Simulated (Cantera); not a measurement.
Charge: 1 mol V2O3, 2.9 mol H2, 65 mol N2, held at 100 Torr.

Cantera equilibrium calculation (NASA polynomials, part measured and part estimated; ideal gas, pure solids and liquids). Candidate condensed phases: H2O, V, VN, VO, V2O3, V2O4, V2O5; 28 gas species. Mutual solubility and eutectic melting of coexisting phases are not modelled. VN: taken at fixed stoichiometry. Condensed phases not in the tables: the oxides between V2O3 and V2O5 other than VO2, V2N. Kinetics and transport are ignored. All values below are at 800 °C.

Base state: N2 0.957, H2 0.0425, H2O 0.000180 (mole fractions); condensed: VN(s) + V2O3(s).

What changes in the equilibrium state with this change: V2O3 replaced by PbO?


| species | before | after |
|---|---|---|
| N2 | 0.957 | 0.957 |
| H2 | 0.0425 | 0.0280 |
| H2O | 0.000180 | 0.0147 |
| Pb | 0 | 0.000548 |
| VN(s), mol | 0.00813 | 0 |
| V2O3(s), mol | 0.996 | 0 |
| Pb(l), mol | 0 | 0.963 |
Further candidate phases: Pb, PbO, PbO2, Pb3O4.
